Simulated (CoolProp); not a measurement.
A simple Rankine cycle with R245ca: condensing at 328.15 K, boiler at 2.51 MPa, turbine inlet 449 K, turbine efficiency 0.75, pump efficiency 0.7, no recuperator. Each further row changes one setting.

Computed with CoolProp (reference Helmholtz-energy equation of state, Zhou 2016).

```csv
case,thermal efficiency (%),net work (kJ/kg),heat in (kJ/kg),turbine exit temperature (K),volume ratio over the turbine
as stated,11.8,34.2,290,394.2,10.2
condensing temperature 320.15 K,12.8,38.5,302,389.5,13.1
boiler pressure 1.76 MPa,10.3,31.0,301,407.2,6.60
turbine efficiency 0.65,10.1,29.4,290,398.6,10.3
```
